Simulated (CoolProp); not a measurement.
Vapour-liquid equilibrium of R125 (1) + R1234yf (2) at 257.9 K; x and y are mole fractions of (1).

The numbers come from the multi-fluid Helmholtz-energy mixture model, Lemmon 2005 and Lemmon 2022; pair parameters Bell 2023 in CoolProp.

| x | bubble pressure, mixture model (MPa) | bubble pressure, Raoult's law (MPa) | y, mixture model | y, Raoult's law |
|---|---|---|---|---|
| 0.05 | 0.1928 | 0.1929 | 0.100 | 0.104 |
| 0.125 | 0.2091 | 0.2094 | 0.230 | 0.240 |
| 0.2 | 0.2254 | 0.2258 | 0.342 | 0.355 |
| 0.275 | 0.2416 | 0.2423 | 0.439 | 0.456 |
| 0.35 | 0.2578 | 0.2587 | 0.525 | 0.543 |
| 0.425 | 0.2741 | 0.2752 | 0.602 | 0.620 |
| 0.5 | 0.2904 | 0.2917 | 0.670 | 0.688 |
| 0.575 | 0.3067 | 0.3081 | 0.732 | 0.749 |
| 0.65 | 0.3231 | 0.3246 | 0.789 | 0.804 |
| 0.725 | 0.3397 | 0.3410 | 0.841 | 0.853 |
| 0.8 | 0.3563 | 0.3575 | 0.889 | 0.898 |
| 0.875 | 0.3731 | 0.3740 | 0.933 | 0.939 |
| 0.95 | 0.3900 | 0.3904 | 0.974 | 0.977 |

The largest gap from Raoult's law is -0.5 % in bubble pressure, at x = 0.575. No azeotrope shows between x = 0.05 and 0.95.

Pair parameters are fitted to limited data, so mixtures are less certain than the pure fluids.
